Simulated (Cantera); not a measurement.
Charge: 1 mol BF₃, 0.076 mol H₂O, 40 mol N₂, equilibrated at 2075 K and 10.0 mbar.

These are equilibrium values from Cantera (NASA tables, ideal gas, pure condensed phases), not measurements of a reactor. Candidate condensed phases: B, BN, B₂O₃, B₃O₃H₃, H₂O; 62 gas species. The tables' values for BF₂ are old estimates; treat these amounts as uncertain. Equilibrium is a limit: real reactors are often held back by kinetics, nucleation or transport.

Base state: N₂ 0.972, BF₃ 0.0222, HF 0.00369, BOF 0.00184, F 0.000255, BF₂ 0.000250 (mole fractions); condensed: gas only.

Problem. What changes in the equilibrium state with this change: BF₃ replaced by B₂O₃?

Solution. 
| species | before | after |
|---|---|---|
| N₂ | 0.972 | 0.972 |
| B₂O₃ | <1e-9 | 0.0214 |
| HBO₂ | <1e-9 | 0.00317 |
| BF₃ | 0.0222 | 0 |
| HF | 0.00369 | 0 |
| BOF | 0.00184 | 0 |
| BO₂ | 2.07e-9 | 0.00138 |
| F | 0.000255 | 0 |
| BF₂ | 0.000250 | 0 |
| H₂O | <1e-9 | 5.51e-5 |
